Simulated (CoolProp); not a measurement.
Vapour-liquid equilibrium of R22 (1) + R123 (2) at 9.14 kPa; x and y are mole fractions of (1).

Values from CoolProp's multi-fluid Helmholtz-energy mixture model, Kamei 1995 and Younglove 1994; pair parameters Bell 2016.

```csv
x,"bubble temperature, mixture model (°C)","bubble temperature, Raoult's law (°C)","y, mixture model","y, Raoult's law"
0.05,-38.6,-39.0,0.589,0.603
0.15,-54.0,-53.6,0.879,0.875
0.25,-62.5,-61.5,0.946,0.941
0.35,-67.8,-66.6,0.971,0.968
0.45,-71.6,-70.4,0.983,0.981
0.55,-74.3,-73.4,0.989,0.988
0.65,-76.4,-75.8,0.993,0.993
0.75,-78.2,-77.8,0.995,0.996
0.85,-79.7,-79.5,0.997,0.998
0.95,-81.1,-81.0,0.999,0.999
```

The largest gap from Raoult's law is -1.2 K in bubble temperature, at x = 0.35. No azeotrope shows between x = 0.05 and 0.95.

Pair parameters are fitted to limited data, so mixtures are less certain than the pure fluids. The gap from Raoult's law changes sign with composition, which may be real or a fault of the pair parameters; it wasn't checked against measurements.
